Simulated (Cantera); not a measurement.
Charge: 1 mol SiO2, 2 mol CH4, 0.25 mol H2, held at 1098 K and 75.0 Torr.

These are equilibrium values from Cantera (NASA tables, ideal gas, pure condensed phases), not measurements of a reactor. Candidate condensed phases: C, C6H6, C7H8, C8H18, H2O, Si, SiC, SiO2; 123 gas species. Kinetics and transport are ignored.

Base state: H2 0.996, CH4 0.00363, CO 3.25e-5 (mole fractions); condensed: C(graphite) + SiO2(β-quartz).

Task: What changes in the equilibrium state with this change: temperature from 1098 K to 1398.15 K?

Result: 
```
species               before     after
-------------------  -------  --------
H2                     0.996     0.960
CO                   3.25e-5    0.0392
CH4                  0.00363  0.000402
SiO                  6.29e-9   4.86e-5
H                    7.81e-8   1.47e-5
H2O                  2.98e-7   1.43e-5
C(graphite), mol        1.98      1.74
SiO2(β-quartz), mol    1.000     0.913
SiC(s), mol                0    0.0867
```
Mutual solubility and eutectic melting of coexisting phases are not modelled. The tables hold silica as quartz up to 1696 K and as liquid above; real silica turns to tridymite and cristobalite and melts near 1996 K.

Task: What changes in the equilibrium state with this change: temperature from 1098 K to 2200 K?

Result: 
| species | before | after |
|---|---|---|
| H2 | 0.996 | 0.666 |
| CO | 3.25e-5 | 0.239 |
| SiO | 6.29e-9 | 0.0781 |
| H | 7.81e-8 | 0.0145 |
| Si | <1e-9 | 0.00190 |
| SiH | <1e-9 | 0.000217 |
| Si2C | <1e-9 | 0.000112 |
| SiH2 | <1e-9 | 0.000102 |
| Si2 | <1e-9 | 1.57e-5 |
| C(graphite), mol | 1.98 | 0 |
| SiO2(β-quartz), mol | 1.000 | 0 |
| SiC(s), mol | 0 | 0.491 |
Gases not in the tables: Si2H6 and higher silanes.
